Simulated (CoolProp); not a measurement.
Vapour-liquid equilibrium of dimethyl ether (1) + n-pentane (2) at 312 K; x and y are mole fractions of (1).

Values from CoolProp's multi-fluid Helmholtz-energy mixture model, Wu 2011 and Thol 2019; pair parameters Bell 2016.

```json
[
 {"x": "0.05", "bubble pressure, mixture model (MPa)": "0.1357", "bubble pressure, Raoult's law (MPa)": "0.1489", "y, mixture model": "0.214", "y, Raoult's law": "0.290"},
 {"x": "0.125", "bubble pressure, mixture model (MPa)": "0.1865", "bubble pressure, Raoult's law (MPa)": "0.2054", "y, mixture model": "0.471", "y, Raoult's law": "0.526"},
 {"x": "0.2", "bubble pressure, mixture model (MPa)": "0.2514", "bubble pressure, Raoult's law (MPa)": "0.2618", "y, mixture model": "0.641", "y, Raoult's law": "0.660"},
 {"x": "0.275", "bubble pressure, mixture model (MPa)": "0.3248", "bubble pressure, Raoult's law (MPa)": "0.3182", "y, mixture model": "0.747", "y, Raoult's law": "0.746"},
 {"x": "0.35", "bubble pressure, mixture model (MPa)": "0.4005", "bubble pressure, Raoult's law (MPa)": "0.3746", "y, mixture model": "0.815", "y, Raoult's law": "0.807"},
 {"x": "0.425", "bubble pressure, mixture model (MPa)": "0.4730", "bubble pressure, Raoult's law (MPa)": "0.4310", "y, mixture model": "0.858", "y, Raoult's law": "0.851"},
 {"x": "0.5", "bubble pressure, mixture model (MPa)": "0.5388", "bubble pressure, Raoult's law (MPa)": "0.4874", "y, mixture model": "0.888", "y, Raoult's law": "0.886"},
 {"x": "0.575", "bubble pressure, mixture model (MPa)": "0.5969", "bubble pressure, Raoult's law (MPa)": "0.5438", "y, mixture model": "0.910", "y, Raoult's law": "0.913"},
 {"x": "0.65", "bubble pressure, mixture model (MPa)": "0.6478", "bubble pressure, Raoult's law (MPa)": "0.6002", "y, mixture model": "0.927", "y, Raoult's law": "0.935"},
 {"x": "0.725", "bubble pressure, mixture model (MPa)": "0.6936", "bubble pressure, Raoult's law (MPa)": "0.6566", "y, mixture model": "0.941", "y, Raoult's law": "0.953"},
 {"x": "0.8", "bubble pressure, mixture model (MPa)": "0.7371", "bubble pressure, Raoult's law (MPa)": "0.7130", "y, mixture model": "0.954", "y, Raoult's law": "0.969"},
 {"x": "0.875", "bubble pressure, mixture model (MPa)": "0.7812", "bubble pressure, Raoult's law (MPa)": "0.7694", "y, mixture model": "0.969", "y, Raoult's law": "0.982"},
 {"x": "0.95", "bubble pressure, mixture model (MPa)": "0.8287", "bubble pressure, Raoult's law (MPa)": "0.8259", "y, mixture model": "0.986", "y, Raoult's law": "0.993"}
]
```

The largest gap from Raoult's law is +10.5 % in bubble pressure, at x = 0.5. No azeotrope shows between x = 0.05 and 0.95.

The pair parameters rest on a limited set of measurements; away from them the model extrapolates. The gap from Raoult's law changes sign with composition, which may be real or a fault of the pair parameters; it wasn't checked against measurements.
